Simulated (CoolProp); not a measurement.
Vapour pressure (kPa) of ammonia: the reference equation beside estimates from Tc = 405.6 K, pc = 11360 kPa, ω = 0.256. Clausius-Clapeyron is anchored at 262.9 K with a constant enthalpy of vaporisation of 22.09 kJ/mol.

The numbers come from the reference Helmholtz-energy equation of state, Gao 2020 in CoolProp.

```csv
T (K),reference,Clausius-Clapeyron,van der Waals,Redlich-Kwong,Soave-Redlich-Kwong
262.9,287.7,287.7,1521,501.5,283.6
271.8,408.0,400.5,1817,680.6,404.8
280.7,564.5,546.1,2150,902.5,563.1
289.7,766.4,732.7,2524,1176,768.3
298.6,1017,963.0,2933,?,1023
307.5,1325,1246,3383,?,1338
316.5,1704,1593,3880,2336,1725
325.4,2154,2004,4416,2853,2186
334.3,2689,2491,4995,3444,2732
343.3,3324,3067,5628,4121,3381
352.2,4057,3730,6301,4874,4128
361.1,4904,4492,7021,5715,4990
370.1,5889,5372,?,6658,5988
379,7005,6359,8617,7687,7110
```

Q: What belongs in the gaps?

A: 
- 298.6, Redlich-Kwong: 1501
- 307.5, Redlich-Kwong: 1884
- 370.1, van der Waals: 7799

Absolute difference from the reference over all 14 rows, mean and median: Clausius-Clapeyron 6.0 and 6.7 %, van der Waals 155.0 and 116.4 %, Redlich-Kwong 37.5 and 34.8 %, Soave-Redlich-Kwong 1.2 and 1.5 %.
